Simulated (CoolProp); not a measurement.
The fluid at 298.69 K and 11.3 MPa flows at 0.2 m/s in a round tube of 20 mm bore and 45 µm roughness, fully developed (64/Re and Nu = 3.66 if laminar; Colebrook and Gnielinski if turbulent). The same conditions are run with several fluids, on thermodynamics alone (safety and materials aside).

Model: reference Helmholtz-energy equation of state of each fluid (dry air: Lemmon 2000; methane: Setzmann 1991; C2F6 (R116): Lemmon 2006; nitrogen: Span 2000; CF4 (R14): Platzer 1990), in CoolProp. The equations of Platzer and Polt are older, rougher fits. Blends and air are pseudo-pure fits.

Q: Rank dry air, methane, C2F6 (R116), nitrogen, CF4 (R14) by Reynolds number, highest first.

A: CF4 (R14) (67100), C2F6 (R116) (38100), dry air (25300), nitrogen (24900), methane (24200)

```json
[
 {"fluid": "dry air", "Darcy friction factor": "0.0292", "pressure drop (Pa/m)": "3.87", "heat-transfer coefficient (W/(m² K))": "125", "mass flow (kg/h)": "30.0"},
 {"fluid": "methane", "Darcy friction factor": "0.0294", "pressure drop (Pa/m)": "2.55", "heat-transfer coefficient (W/(m² K))": "195", "mass flow (kg/h)": "19.6"},
 {"fluid": "C2F6 (R116)", "Darcy friction factor": "0.0278", "pressure drop (Pa/m)": "32.9", "heat-transfer coefficient (W/(m² K))": "523", "mass flow (kg/h)": "267"},
 {"fluid": "nitrogen", "Darcy friction factor": "0.0293", "pressure drop (Pa/m)": "3.70", "heat-transfer coefficient (W/(m² K))": "123", "mass flow (kg/h)": "28.6"},
 {"fluid": "CF4 (R14)", "Darcy friction factor": "0.0264", "pressure drop (Pa/m)": "15.3", "heat-transfer coefficient (W/(m² K))": "367", "mass flow (kg/h)": "131"}
]
```

Transport values come from each fluid's own correlations; those of C2F6 (R116), CF4 (R14) are estimates that may be off by 10 % or more.
